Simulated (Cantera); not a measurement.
Input (Python, Cantera):

```python
import numpy as np
import cantera as ct

surf = ct.Interface("diamond.yaml", "diamond_100")
gas, bulk = surf.adjacent["gas"], surf.adjacent["diamond"]
k = surf.kinetics_species_index(bulk.species_names[0])
cover = ["c6HH", "c6H*", "c6*H", "c6**", "c6HM", "c6B"]

rows, drift = [], 0.0
print(f"{'xCH3':>10s}{'um/h':>11s}" + "".join(f"{s:>11s}" for s in cover))
for v in [1e-06, 2.7e-06, 7.2e-06, 1.9e-05, 5.2e-05, 0.00014, 0.00037, 0.001, 0.0027]:
    T, P, xH, xCH3 = 1175, 20000, 0.0002, v
    gas.TPX = T, P, {"H": xH, "CH3": xCH3, "CH4": 0.0048, "H2": 1 - xH - xCH3 - 0.0048}
    surf.TP = bulk.TP = T, P
    surf.coverages = "c6H*:0.1, c6HH:0.9"
    surf.advance_coverages(100.0)
    before = surf.coverages
    surf.advance_coverages(100.0)
    drift = max(drift, np.max(np.abs(surf.coverages - before) / (surf.coverages + 1e-9)))
    rate = surf.net_production_rates[k] * bulk.mean_molecular_weight / bulk.density * 3.6e9
    rows.append([rate, *surf[cover].coverages])
    print(f"{v:10.4g}{rate:11.4e}" + "".join(f"{x:11.3e}" for x in rows[-1][1:]))
```

It prints:

```
      xCH3       um/h       c6HH       c6H*       c6*H       c6**       c6HM        c6B
     1e-06 1.5492e-02  5.475e-01  3.061e-02  4.119e-01  9.873e-03  8.214e-05  4.204e-11
   2.7e-06 4.1802e-02  5.474e-01  3.060e-02  4.118e-01  9.862e-03  2.217e-04  1.134e-10
   7.2e-06 1.1128e-01  5.470e-01  3.058e-02  4.115e-01  9.833e-03  5.905e-04  3.020e-10
   1.9e-05 2.9234e-01  5.461e-01  3.053e-02  4.107e-01  9.757e-03  1.553e-03  7.933e-10
   5.2e-05 7.9026e-01  5.436e-01  3.037e-02  4.087e-01  9.549e-03  4.215e-03  2.144e-09
   0.00014 2.0612e+00  5.373e-01  2.997e-02  4.033e-01  9.031e-03  1.110e-02  5.593e-09
   0.00037 5.0515e+00  5.219e-01  2.902e-02  3.905e-01  7.887e-03  2.784e-02  1.371e-08
     0.001 1.1554e+01  4.869e-01  2.686e-02  3.614e-01  5.760e-03  6.688e-02  3.135e-08
    0.0027 2.3080e+01  4.196e-01  2.273e-02  3.058e-01  3.123e-03  1.444e-01  6.263e-08
```

Computed with Cantera and the Harris–Goodwin 1993 mechanism for the reconstructed diamond (100) surface.
